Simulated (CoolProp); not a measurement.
CH2F2 (R32) at several states: Z from the reference equation and from simpler models built on Tc = 78.1 °C, pc = 5783 kPa, ω = 0.277; each cubic takes its own stable root.

Model: reference Helmholtz-energy equation of state, Tillner-Roth 1997, in CoolProp.

```json
[
 {"T (°C)": "43.95", "p (kPa)": "6180", "phase": "liquid", "reference": "0.1345"},
 {"T (°C)": "-45.55", "p (kPa)": "705", "phase": "liquid", "reference": "0.01619"},
 {"T (°C)": "80.15", "p (kPa)": "13.2", "phase": "gas", "reference": "0.9991"},
 {"T (°C)": "-95.95", "p (kPa)": "7860", "phase": "liquid", "reference": "0.2075"},
 {"T (°C)": "98.15", "p (kPa)": "1140", "phase": "gas", "reference": "0.9354"},
 {"T (°C)": "107.55", "p (kPa)": "88.9", "phase": "gas", "reference": "0.9955"}
]
```

**Question.** How far does each simpler model (van der Waals, Soave-Redlich-Kwong) lie from the reference over these 6 states: mean and median of the absolute difference, and the worst?

**Answer.** 
- van der Waals: mean 929.0 %, median 42.8 %, worst +5393.5 % at -45.55 °C and 705 kPa
- Soave-Redlich-Kwong: mean 15.2 %, median 14.5 %, worst +32.3 % at 43.95 °C and 6180 kPa

At some of these states van der Waals gives the other phase, because its saturation line lies elsewhere.
